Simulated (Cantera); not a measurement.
Input: 1 mol SiH2Cl2, a varied amount of HCl, 3.4 mol H2, equilibrated at 2227 °C and 0.220 bar.

Method: chemical equilibrium by Gibbs-energy minimisation in Cantera with the NASA 1993 tables (ideal gas, pure condensed phases). Candidate condensed phases: Si; 19 gas species. Gases not in the tables: Si2H6 and higher silanes. The numbers say what is thermodynamically allowed, not how fast it happens.

### Question
What share of the Si ends up in condensed phases as a function of n(HCl) (mol), at 0.026, 0.04, 0.061, 0.093, 0.14, 0.22, 0.33, 0.5, 0.76, 1.2, 1.8, 2.7, 4.1?

### Answer
```
n(HCl) (mol)  Si condensed (%)     as
------------  ----------------  -----
0.026                     36.1  Si(l)
0.04                      35.6  Si(l)
0.061                     34.9  Si(l)
0.093                     33.8  Si(l)
0.14                      32.2  Si(l)
0.22                      29.5  Si(l)
0.33                      25.8  Si(l)
0.5                       19.9  Si(l)
0.76                      10.9  Si(l)
1.2                        0.0      -
1.8                        0.0      -
2.7                        0.0      -
4.1                        0.0      -
```
